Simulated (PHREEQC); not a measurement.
# Silver or lead bath: an equilibrium model

Dissolve 0.015 mol Pb(NO3)2, 4.3e-05 mol HNO3 and 0.0014 mol Cu(NO3)2 per kg of water at 20 °C. Closed to the air; pH follows from the charge balance.

All values are PHREEQC results (ion-association model, phreeqc.dat), not measurements.

Each row changes one thing in this solution. This is a speciation only: nothing precipitates in the calculation.

```json
[
 {"case": "as made", "pH": "4.38", "ionic strength (mol/kgw)": "0.0441", "Pb+2 (mol/kgw)": "0.0124", "PbNO3+ (mol/kgw)": "0.00259", "PbOH+ (mol/kgw)": "3.31e-6", "Pb2OH+3 (mol/kgw)": "1.94e-6", "SI of Pb(OH)2 (Pb(OH)2)": "-1.80"},
 {"case": "diluted 10-fold with water", "pH": "5.14", "ionic strength (mol/kgw)": "…", "Pb+2 (mol/kgw)": "0.00145", "PbNO3+ (mol/kgw)": "5.13e-5", "PbOH+ (mol/kgw)": "3.10e-6", "Pb2OH+3 (mol/kgw)": "1.35e-7", "SI of Pb(OH)2 (Pb(OH)2)": "-1.02"},
 {"case": "Pb(NO3)2 from 0.015 to 0.0015 mol/kgw", "pH": "…", "ionic strength (mol/kgw)": "0.00858", "Pb+2 (mol/kgw)": "0.00142", "PbNO3+ (mol/kgw)": "8.21e-5", "PbOH+ (mol/kgw)": "5.14e-7", "Pb2OH+3 (mol/kgw)": "2.39e-8", "SI of Pb(OH)2 (Pb(OH)2)": "-2.55"},
 {"case": "Cu(NO3)2 from 0.0014 to 0.0021 mol/kgw", "pH": "4.38", "ionic strength (mol/kgw)": "0.0460", "Pb+2 (mol/kgw)": "0.0123", "PbNO3+ (mol/kgw)": "0.00265", "PbOH+ (mol/kgw)": "3.26e-6", "Pb2OH+3 (mol/kgw)": "1.93e-6", "SI of Pb(OH)2 (Pb(OH)2)": "-1.80"}
]
```

Task: Some entries are withheld; supply them.

Result: 
- diluted 10-fold with water, ionic strength (mol/kgw): 0.00482
- Pb(NO3)2 from 0.015 to 0.0015 mol/kgw, pH: 4.39
